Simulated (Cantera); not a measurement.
Feed: 1 mol SiHCl3, 31 mol H2, equilibrated at 608 Torr.

Equilibrium computed with Cantera from the NASA thermochemical tables; the gas is ideal and each condensed phase is pure. Candidate condensed phases: Si; 19 gas species. Gases not in the tables: Si2H6 and higher silanes. Rates play no part.

### Question
Which condensed phases are stable at each of these points (T (K)): 1348, 1448, 1548, 1648, 1748, 1848, 1948, 2048, 2148, 2248, 2348?

### Answer
| T (K) | condensed phases | Si condensed (%) |
|---|---|---|
| 1348 | Si(s) | 46.5 |
| 1448 | Si(s) | 50.1 |
| 1548 | Si(s) | 50.9 |
| 1648 | Si(s) | 50.5 |
| 1748 | Si(l) | 52.5 |
| 1848 | Si(l) | 56.0 |
| 1948 | Si(l) | 58.8 |
| 2048 | Si(l) | 60.9 |
| 2148 | Si(l) | 61.9 |
| 2248 | Si(l) | 61.1 |
| 2348 | Si(l) | 57.2 |

From 1348 K to 1648 K the condensed part is Si(s). From 1748 K to 2348 K the condensed part is Si(l).
